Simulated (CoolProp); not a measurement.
The numbers come from the reference Helmholtz-energy equation of state, Wu 2012 in CoolProp.

Problem. For fluoroethane (R161), give the phase and the density (kg/m³), cp (kJ/(kg K)), Joule-Thomson coefficient (K/MPa), isothermal compressibility (1/MPa) at 20.75 °C and 3.67 MPa.

Solution. 
- 20.75 °C and 3.67 MPa: liquid; density 728, cp 2.21, Joule-Thomson coefficient -0.134, isothermal compressibility 0.00374
